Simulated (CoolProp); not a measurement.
The fluid at 345.79 K and 0.417 MPa is throttled through a valve to 0.0709 MPa with no heat exchange. The same conditions are run with several fluids, on thermodynamics alone (safety and materials aside).

Values from CoolProp's reference Helmholtz-energy equation of state of each fluid (sulfur hexafluoride: Guder 2009; R227EA: Lemmon 2016; c-C4F8 (RC318): Platzer 1990; cyclopropane: Polt 1992; ethane: Bücker 2006). The equations of Platzer and Polt are older, rougher fits.

Question: Rank sulfur hexafluoride, R227EA, c-C4F8 (RC318), cyclopropane, ethane by temperature change (K), highest first.

Answer: sulfur hexafluoride (-2.2), ethane (-2.6), c-C4F8 (RC318) (-3.8), R227EA (-4.0), cyclopropane (-5.0)

```csv
fluid,final density (kg/m³)
sulfur hexafluoride,3.64
R227EA,4.29
c-C4F8 (RC318),5.05
cyclopropane,1.06
ethane,0.750
```
